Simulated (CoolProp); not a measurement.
The numbers come from the reference Helmholtz-energy equation of state, Younglove 1994 in CoolProp. It is a modified Benedict-Webb-Rubin equation, recast in Helmholtz form.

### Question
For R123, give the phase and the density (kg/m³), viscosity (µPa s) at 460.6 K and 5.63 MPa; 460.6 K and 6.34 MPa; 460.6 K and 7.04 MPa.

### Answer
- 460.6 K and 5.63 MPa: supercritical; density 902, viscosity 84.9
- 460.6 K and 6.34 MPa: supercritical; density 933, viscosity 90.4
- 460.6 K and 7.04 MPa: supercritical; density 956, viscosity 95.1

Viscosity comes from a separate model (Tanaka 1996).
